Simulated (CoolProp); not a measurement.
Vapour-liquid equilibrium of C2F6 (R116) (1) + propane (2) at 0.777 MPa; x and y are mole fractions of (1).

The numbers come from the multi-fluid Helmholtz-energy mixture model, Lemmon 2006 and Lemmon 2009; pair parameters Bell 2016 in CoolProp.

**Question.** Give the bubble temperature and the first vapour's composition at x = 0.575, 0.875, 0.95. Is there an azeotrope?

**Answer.** x = 0.575: -25.8 °C, y = 0.780; x = 0.875: -28.8 °C, y = 0.902; x = 0.95: -29.3 °C, y = 0.956. No azeotrope shows between x = 0.05 and 0.95.

Pair parameters are fitted to limited data, so mixtures are less certain than the pure fluids. With so large a gap from Raoult's law the liquid may split in two, which this calculation doesn't test in full.
